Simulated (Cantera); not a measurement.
A closed system holds: 1 mol Al2O3, 240 mol H2, 2.6 mol H2O, at 848.15 K and 1 atm.

Equilibrium computed with Cantera from the NASA thermochemical tables; the gas is ideal and each condensed phase is pure. Candidate condensed phases: Al, Al2O3, H2O; 19 gas species. Equilibrium is a limit: real reactors are often held back by kinetics, nucleation or transport.

Base state: H2 0.989, H2O 0.0107 (mole fractions); condensed: Al2O3(s).

Problem. What changes in the equilibrium state with this change: Al2O3 replaced by SiO2?

Solution. 
| species | before | after |
|---|---|---|
| H2 | 0.989 | 0.989 |
| H2O | 0.0107 | 0.0107 |
| Al2O3(s), mol | 1.00 | 0 |
| SiO2(β-quartz), mol | 0 | 1.00 |
Further candidate phases: Si, SiO2.
